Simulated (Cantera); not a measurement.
A closed system holds: 1 mol CH2F2, 0.074 mol HCl, 1.8 mol H2, equilibrated at 13.3 mbar.

Equilibrium computed with Cantera from the NASA thermochemical tables; the gas is ideal and each condensed phase is pure. Candidate condensed phases: C, C6H6, C7H8, C8H18; 118 gas species. The numbers say what is thermodynamically allowed, not how fast it happens.

Over these rows the condensed part is C(graphite). Partial pressures as log10 of bar:

```json
[
 {"T (K)": "723", "1000/T (1/K)": "1.3831", "log p CH4": "-3.73", "log p HF": "-2.16", "log p H2": "-2.23", "log p HCl": "-3.59"},
 {"T (K)": "923", "1000/T (1/K)": "1.0834", "log p CH4": "-5.05", "log p HF": "-2.16", "log p H2": "-2.21", "log p HCl": "-3.59"},
 {"T (K)": "1123", "1000/T (1/K)": "0.8905", "log p CH4": "?", "log p HF": "-2.16", "log p H2": "-2.21", "log p HCl": "-3.59"},
 {"T (K)": "1323", "1000/T (1/K)": "0.7559", "log p CH4": "-6.58", "log p HF": "-2.16", "log p H2": "-2.21", "log p HCl": "-3.59"},
 {"T (K)": "1523", "1000/T (1/K)": "0.6566", "log p CH4": "-7.05", "log p HF": "-2.16", "log p H2": "-2.21", "log p HCl": "-3.59"},
 {"T (K)": "1723", "1000/T (1/K)": "0.5804", "log p CH4": "-7.41", "log p HF": "-2.16", "log p H2": "-2.21", "log p HCl": "-3.60"}
]
```

Problem. Fit log p(CH4) = a + b·(1000/T) to the five rows, give the apparent enthalpy, and predict the row at 1123 K.

Solution. Means: 1000/T = 0.8919, log p = -5.964. Sxy = 2.062113, Sxx = 0.4488440, so b = 4.59 and a = -5.964 − (4.59)×0.8919 = -10.06.
Apparent enthalpy: −19.145 × (4.59) = -88 kJ/mol. With the condensed phases at unit activity, C(graphite) + 2 H2(g) = CH4(g) links this pressure to the main gases: over the six rows their terms move log p by +0.04 in all, so the slope is close to that reaction's ΔH°. The five rows lie within 0.04 of the line.
Prediction at 1123 K: -10.06 + (4.59)×0.8905 = -5.97. The computed value is -5.95, 0.02 from the line.
